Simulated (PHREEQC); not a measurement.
Model water analysis in mg/kgw, 25 °C, pH 2.57, pe 12.6: Na 9.92; K 29.2; Ca 94.5; Mg 7.88; Cl 16.8; S(6) as SO4 557; Cu(2) 1.29.

Valence states are taken as typed.

Computed with PHREEQC (ion-association model, phreeqc.dat).

Each row changes one thing in this solution. This is a speciation only: nothing precipitates in the calculation.

```
case                                              ionic strength (mol/kgw)  Ca+2 (mol/kgw)  HSO4- (mol/kgw)  Mg+2 (mol/kgw)  Cu+2 (mol/kgw)  CuOH+ (mol/kgw)  SI of Gypsum (CaSO4:2H2O)  SI of Halite (NaCl)
------------------------------------------------  ------------------------  --------------  ---------------  --------------  --------------  ---------------  -------------------------  -------------------
as made                                                             0.0155         0.00182         0.000792        0.000233         1.52e-5         3.99e-11                      -0.94                -8.37
Cl from 16.8 to 50.4 mg/kgw                                         0.0160         0.00182         0.000789             [?]         1.52e-5         3.98e-11                      -0.95                -7.90
temperature from 25 to 5 °C at the same typed pH                    0.0161         0.00185              [?]             [?]         1.54e-5         4.08e-11                      -0.88                  [?]
```

**Question.** What belongs in the gaps?

**Answer.** 
- Cl from 16.8 to 50.4 mg/kgw, Mg+2 (mol/kgw): 0.000234
- temperature from 25 to 5 °C at the same typed pH, HSO4- (mol/kgw): 0.000570
- temperature from 25 to 5 °C at the same typed pH, Mg+2 (mol/kgw): 0.000261
- temperature from 25 to 5 °C at the same typed pH, SI of Halite (NaCl): -8.35

Away from 25 °C the constants follow the database's enthalpies or fits; those with neither stay at their 25 °C values.
